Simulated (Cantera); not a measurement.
**Equilibrium for hydrogen reduction and annealing atmospheres: Cu2O + H2 + N2**

Charge: 1 mol Cu2O, 1.2 mol H2, 50 mol N2, equilibrated at 1798.15 K.

These are equilibrium values from Cantera (NASA tables, ideal gas, pure condensed phases), not measurements of a reactor. Candidate condensed phases: Cu, CuO, Cu(OH)2, Cu2O, H2O; 27 gas species. The numbers say what is thermodynamically allowed, not how fast it happens.

```csv
P (Pa),log p N2,log p Cu,log p H2O,log p H2,log p H,n Cu(l)
10,-4.03,-5.43,-5.77,-6.37,-6.64,0
100,-3.03,-4.43,-4.74,-5.42,-6.16,0
1000,-2.03,-3.43,-3.73,-4.43,-5.67,0
10000,-1.01,-3.28,-2.71,-3.41,-5.16,1.73
100000,-0.01,-3.28,-1.71,-2.41,-4.66,1.97
1000000,0.99,-3.28,-0.71,-1.41,-4.16,2.00
```
log p: log10 of the partial pressure in bar; n: condensed amount in mol.

From 0.0750 Torr to 7.50 Torr nothing is condensed. From 75.0 Torr to 7500 Torr the condensed part is Cu(l). The main Cu-bearing gas is Cu throughout.
